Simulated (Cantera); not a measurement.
Input: 1 mol MgO, 0.15 mol SO₂, 2.2 mol N₂, at 1 atm.

Equilibrium computed with Cantera from the NASA thermochemical tables; the gas is ideal and each condensed phase is pure. Candidate condensed phases: Mg, MgO, MgS, MgSO₄, S; 22 gas species. Rates play no part. All values below are at 1627 °C.

Base state: N₂ 0.936, SO₂ 0.0635, SO 0.000353, NO 0.000139, O₂ 0.000104 (mole fractions); condensed: MgO(s).

Question: What changes in the equilibrium state with this change: SO₂ from 0.15 to 2.2 mol?

Answer: 
| species | before | after |
|---|---|---|
| N₂ | 0.936 | 0.500 |
| SO₂ | 0.0635 | 0.498 |
| SO | 0.000353 | 0.00128 |
| SO₃ | 4.93e-6 | 8.38e-5 |
| O₂ | 0.000104 | 0.000489 |
| NO | 0.000139 | 0.000220 |
| MgO(s), mol | 1.00 | 1.00 |
